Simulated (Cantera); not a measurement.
Input: 1 mol toluene, 0.85 mol H2, 0.83 mol N2, at 627 °C and 0.900 Torr.

Method: chemical equilibrium by Gibbs-energy minimisation in Cantera with the NASA 1993 tables (ideal gas, pure condensed phases). Candidate condensed phases: C, C6H6, C7H8, C8H18; 92 gas species. Kinetics and transport are ignored.

**Question.** What is the equilibrium state?

**Answer.** 
| Item | Result |
|---|---|
| x(H2) | 0.854 |
| x(N2) | 0.146 |
| x(CH4) | 0.000273 |
| n(C(graphite)) | 7.00 mol |
| gas amount | 5.678 mol |
